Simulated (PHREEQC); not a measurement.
Consider water at 35 °C with 0.001 mol HF, 0.064 mol NH4F, 0.00021 mol (NH4)2SiF6 and 0.081 mol HCl per kg of water. It is in equilibrium with CO2 at log p = -1 (atm). Otherwise closed; pH follows from the charge balance.

Model: ion-association model, phreeqc.dat, run in PHREEQC.

- pH = 1.77
- ionic strength = 0.0849 mol/kgw
- specific conductance = 19000 µS/cm
- density = 0.996 g/cm³
- total alkalinity = -82.8 meq/kg

```tsv
species	molality	activity	log γ
Cl-	0.0810	0.0628	-0.111
NH4+	0.0644	0.0486	-0.122
HF	0.0610	0.0622	0.008
H+	0.0203	0.0169	-0.081
F-	0.00266	0.00205	-0.113
CO2	0.00260	0.00265	0.008
HF2-	0.000663	0.000522	-0.104
SiF6-2	0.000210	8.19e-5	-0.409
```

This is a speciation only: nothing precipitates in the calculation. SiF6-2 is the database's only silicon fluoride.
